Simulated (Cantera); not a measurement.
Charge: 1 mol AlCl₃, 0.34 mol O₂, 11 mol H₂, at 113 Torr.

Method: chemical equilibrium by Gibbs-energy minimisation in Cantera with the NASA 1993 tables (ideal gas, pure condensed phases). Candidate condensed phases: Al, AlCl₃, Al₂O₃, H₂O; 29 gas species. The tables' values for AlCl₂ are old estimates; treat these amounts as uncertain. Equilibrium is a limit: real reactors are often held back by kinetics, nucleation or transport. All values below are at 1323 K.

Base state: H₂ 0.844, HCl 0.111, AlCl₃ 0.0445, AlCl₂ 0.000230, AlCl 1.98e-5 (mole fractions); condensed: Al₂O₃(s).

### Question
What changes in the equilibrium state with this change: pressure from 113 Torr to 0.120 Torr?

### Answer
```
species         before    after
-------------  -------  -------
H₂               0.844    0.824
HCl              0.111    0.132
AlCl₃           0.0445   0.0311
AlCl           1.98e-5  0.00901
Cl             4.17e-7  1.53e-5
Al₂O₃(s), mol    0.227    0.227
```
